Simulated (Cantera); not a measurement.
# Adiabatic ignition

An adiabatic, constant-pressure homogeneous reactor starts with 13.6 % C₂H₄, 17.6 % O₂, 66.4 % N₂, 2.44 % H₂O, at 1100 K and 1.00 bar.

Computed with Cantera and GRI-Mech 3.0 (53 species, 325 reactions). GRI-Mech 3.0 was tuned for natural gas; its chemistry of ethylene as a main component is partial and can be far from experiment.

```
t (s)     T (K)    x C₂H₄     x O₂   x H₂O    x H₂O₂    x HCN      x NO
--------  -----  --------  -------  ------  --------  -------  --------
2.00e-6    1100     0.136    0.176  0.0244    <1e-12   <1e-12    <1e-12
5.79e-6    1100     0.136    0.176  0.0244    <1e-12   <1e-12    <1e-12
1.68e-5    1100     0.136    0.176  0.0244    <1e-12   <1e-12    <1e-12
4.86e-5    1100     0.136    0.176  0.0244    <1e-12   <1e-12    <1e-12
0.000141   1100     0.136    0.176  0.0244    <1e-12   <1e-12    <1e-12
0.000408   1100     0.136    0.176  0.0244    <1e-12   <1e-12    <1e-12
0.00118    1100     0.136    0.176  0.0244    <1e-12   <1e-12    <1e-12
0.00343    1100     0.136    0.176  0.0244  1.74e-11   <1e-12    <1e-12
0.00993    2296  0.000187  0.00437   0.119   1.22e-7  6.89e-5   1.12e-5
0.0288     2331    <1e-12  1.09e-6  0.0701  3.50e-10  1.09e-6  0.000111
0.0834     2331    <1e-12  1.10e-6  0.0702  3.52e-10  3.84e-7   3.96e-5
0.242      2331    <1e-12  1.10e-6  0.0702  3.52e-10  3.08e-7   3.19e-5
0.700      2331    <1e-12  1.10e-6  0.0702  3.52e-10  3.08e-7   3.18e-5
```
x: mole fraction; the columns are a selection and need not sum to one.

```json
{
  "time_of_steepest_temperature_rise": "9.91 ms",
  "temperature at 0.700 s": "2331 K",
  "equilibrium_temperature": "2331 K",
  "x(C₂H₄) at 0.700 s": "<1e-12 (gas-phase equilibrium <1e-12)",
  "x(O₂) at 0.700 s": "1.10e-6 (gas-phase equilibrium 1.10e-6)",
  "x(H₂O) at 0.700 s": "0.0702 (gas-phase equilibrium 0.0702)"
}
```
